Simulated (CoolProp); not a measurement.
Computed with CoolProp (reference Helmholtz-energy equation of state, Span 1996).

Task: Give the vapour pressure (MPa), enthalpy of vaporisation (kJ/kg), liquid cp (kJ/(kg K)), liquid conductivity (mW/(m K)) of saturated carbon dioxide at 243.7, 261.8, 286 K.

Result: 
```tsv
T (K)	p (MPa)	enthalpy of vaporisation (kJ/kg)	liquid cp (kJ/(kg K))	liquid conductivity (mW/(m K))
243.7	1.45	302	2.08	144
261.8	2.55	262	2.28	123
286	4.83	186	3.22	93.7
```

Thermal conductivity comes from a separate model (Huber 2016).
